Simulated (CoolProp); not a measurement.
Vapour-liquid equilibrium of propane (1) + benzene (2) at 41.95 °C; x and y are mole fractions of (1).

Model: multi-fluid Helmholtz-energy mixture model, Lemmon 2009 and Thol 2012; pair parameters Bell 2016, in CoolProp.

| x | bubble pressure (kPa) | y at the bubble point | dew pressure at overall composition x (kPa) | liquid density (mol/L) |
|---|---|---|---|---|
| 0.05 | 149.0 | 0.823 | 27.80 | 10.99 |
| 0.2 | 431.7 | 0.941 | 33.03 | 11.10 |
| 0.35 | 635.9 | 0.962 | 40.66 | 11.17 |
| 0.5 | 804.1 | 0.972 | 52.85 | 11.21 |
| 0.65 | 963.3 | 0.980 | 75.47 | 11.18 |
| 0.8 | 1135 | 0.988 | 131.8 | 11.04 |
| 0.95 | 1345 | 0.996 | 503.1 | 10.71 |

No azeotrope shows between x = 0.05 and 0.95.

The pair parameters rest on a limited set of measurements; away from them the model extrapolates. The gap from Raoult's law changes sign with composition, which may be real or a fault of the pair parameters; it wasn't checked against measurements. With so large a gap from Raoult's law the liquid may split in two, which this calculation doesn't test in full.
